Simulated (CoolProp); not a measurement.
Vapour-liquid equilibrium of R1234yf (1) + R152A (2) at 0.457 bar; x and y are mole fractions of (1).

Values from CoolProp's multi-fluid Helmholtz-energy mixture model, Lemmon 2022 and Outcalt 1996; pair parameters Bell 2023.

Question: Give the bubble temperature and the first vapour's composition at x = 0.05, 0.2, 0.5. Is there an azeotrope?

Answer: x = 0.05: 231.7 K, y = 0.089; x = 0.2: 229.9 K, y = 0.288; x = 0.5: 228.0 K, y = 0.561. No azeotrope shows between x = 0.05 and 0.95.

The pair parameters rest on a limited set of measurements; away from them the model extrapolates.
